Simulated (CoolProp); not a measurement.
Octamethylcyclotetrasiloxane (D4) at several states: density (kg/m³) from the reference equation and from simpler models built on Tc = 586.5 K, pc = 1.347 MPa, ω = 0.598; each cubic takes its own stable root.

Values from CoolProp's reference Helmholtz-energy equation of state, Thol 2015.

```json
[
 {"T (K)": "333.1", "p (MPa)": "0.213", "phase": "liquid", "reference": "910.9"},
 {"T (K)": "541.5", "p (MPa)": "0.111", "phase": "gas", "reference": "7.621"},
 {"T (K)": "574.7", "p (MPa)": "1.05", "phase": "gas", "reference": "115.0"}
]
```

How far does each simpler model (Redlich-Kwong, Soave-Redlich-Kwong) lie from the reference over these 3 states: mean and median of the absolute difference, and the worst?


- Redlich-Kwong: mean 8.0 %, median 7.4 %, worst -16.2 % at 333.1 K and 0.213 MPa
- Soave-Redlich-Kwong: mean 5.0 %, median 4.3 %, worst -10.6 % at 333.1 K and 0.213 MPa
